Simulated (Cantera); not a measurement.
Adiabatic ignition

An adiabatic, constant-pressure homogeneous reactor starts with 7.30 % CH4, 0.226 % C2H6, 19.5 % O2, 73.0 % N2, equivalence ratio 0.79, at 1350 K and 1.01 bar.

Cantera simulation using GRI-Mech 3.0 (53 species, 325 reactions); the numbers are that mechanism's predictions, not measurements.

```csv
t (s),T (K),x CH4,x C2H6,x O2,x C2H2,x HCN,x O
2.00e-6,1350,0.0730,0.00226,0.195,<1e-12,<1e-12,3.43e-10
8.60e-6,1350,0.0730,0.00226,0.195,<1e-12,<1e-12,1.28e-9
3.69e-5,1350,0.0730,0.00226,0.195,1.33e-12,<1e-12,5.46e-9
0.000159,1350,0.0730,0.00225,0.195,1.71e-10,<1e-12,2.98e-8
0.000682,1351,0.0726,0.00222,0.195,3.79e-8,<1e-12,1.34e-7
0.00293,2537,<1e-12,<1e-12,0.0475,<1e-12,1.88e-11,0.00690
0.0126,2594,<1e-12,<1e-12,0.0415,<1e-12,9.71e-11,0.00461
0.0541,2592,<1e-12,<1e-12,0.0409,<1e-12,1.07e-10,0.00453
0.233,2592,<1e-12,<1e-12,0.0409,<1e-12,1.07e-10,0.00453
1.00,2592,<1e-12,<1e-12,0.0409,<1e-12,1.07e-10,0.00453
```
x: mole fraction; the columns are a selection and need not sum to one.

```yaml
time_of_steepest_temperature_rise: 2.67 ms
temperature at 1.00 s: 2592 K
equilibrium_temperature: 2592 K
x(CH4) at 1.00 s: <1e-12 (gas-phase equilibrium <1e-12)
x(C2H6) at 1.00 s: <1e-12 (gas-phase equilibrium <1e-12)
x(O2) at 1.00 s: 0.0409 (gas-phase equilibrium 0.0409)
```
